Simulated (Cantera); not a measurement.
Gas mixture: H2 : NH3 : N2 : C2H2 = 0.29 : 0.33 : 0.47 : 0.84 (molar parts), at 2.40 bar, frozen composition.

Cantera's kinetic-theory transport with the Lennard-Jones parameters of GRI-Mech 3.0, ideal gas; thermal conductivity in the multicomponent form. Polar gases are described roughly by these parameters. The composition is frozen, though it would react at the higher temperatures.

One state of this run: ρ (kg/m³) = 0.287; cp (J/kg/K) = 2923; μ (µPa s) = 54.3; λ (mW/m/K) = 250; Pr = 0.634; D (cm²/s) H = 14.3; D (cm²/s) H2 = 8.06; D (cm²/s) CO2 = 2.12. D: mixture-averaged diffusion coefficient of that species in the mixture.

Question: Which value of T (K) does it belong to?
A. 400
B. 2150
C. 1400
D. 1650

Answer: B, 2150
